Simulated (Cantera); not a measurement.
What does this Cantera script print?

```python
import numpy as np
import cantera as ct

gas = ct.Solution("gri30.yaml")
gas.TPX = 950, 1333, {'H2': 0.023, 'O2': 1}
reactor = ct.IdealGasConstPressureReactor(gas, energy="off", clone=False)
net = ct.ReactorNet([reactor])
net.rtol, net.atol = 1e-08, 1e-18
show = ['H2', 'O2', 'OH', 'O', 'H2O']
times = np.geomspace(0.0007, 40, 11)

steps = ct.SolutionArray(gas, extra=["t"])
rows = []
print(f"{'t/s':>10s}{'T/K':>9s}{'P/Pa':>11s}" + "".join(f"{s:>11s}" for s in show))
for t in times:
    while net.time < t:
        t_next = net.step()
        steps.append(gas.state, t=t_next)
    rows.append([np.interp(t, steps.t, y) for y in (steps.T, steps.P, *steps(*show).X.T)])
    print(f"{t:10.3e}{rows[-1][0]:9.1f}{rows[-1][1]:11.4g}" + "".join(f"{x:11.3e}" for x in rows[-1][2:]))
rate = np.gradient(steps.T, steps.t)
print("integrator steps:", len(steps.t))
if steps.T.max() > steps.T[0] + 200:
    print(f"time of steepest temperature rise: {steps.t[rate.argmax()]:.4e} s")
gas.TPX = 950, 1333, {'H2': 0.023, 'O2': 1}
gas.equilibrate("TP")
print(f"equilibrium (TP): T = {gas.T:.1f} K  " + "  ".join(f"{s} {gas[s].X[0]:.3e}" for s in show))
```

Result:

```
       t/s      T/K       P/Pa         H2         O2         OH          O        H2O
 7.000e-04    950.0       1333  2.248e-02  9.775e-01  2.217e-11  3.699e-11  2.557e-11
 2.093e-03    950.0       1333  2.248e-02  9.775e-01  2.245e-10  4.748e-10  5.694e-10
 6.259e-03    950.0       1333  2.248e-02  9.775e-01  6.910e-08  1.512e-07  2.115e-07
 1.871e-02    950.0       1333  3.251e-03  9.672e-01  1.359e-03  7.486e-03  1.651e-02
 5.596e-02    950.0       1333  1.029e-04  9.743e-01  3.017e-04  2.700e-03  2.229e-02
 1.673e-01    950.0       1333  1.408e-05  9.768e-01  1.072e-04  4.428e-04  2.265e-02
 5.004e-01    950.0       1333  1.693e-06  9.772e-01  3.842e-05  5.783e-05  2.272e-02
 1.496e+00    950.0       1333  1.960e-07  9.772e-01  1.437e-05  7.862e-06  2.273e-02
 4.474e+00    950.0       1333  2.627e-08  9.773e-01  5.945e-06  1.325e-06  2.274e-02
 1.338e+01    950.0       1333  4.669e-09  9.773e-01  2.754e-06  2.841e-07  2.274e-02
 4.000e+01    950.0       1333  1.072e-09  9.773e-01  1.390e-06  7.260e-08  2.274e-02
integrator steps: 1592
equilibrium (TP): T = 950.0 K  H2 3.654e-12  O2 9.773e-01  OH 8.500e-08  O 2.739e-10  H2O 2.274e-02
```

Detailed kinetics in Cantera: GRI-Mech 3.0 (53 species, 325 reactions). Radical loss at walls, strong at low pressure, is not modelled.
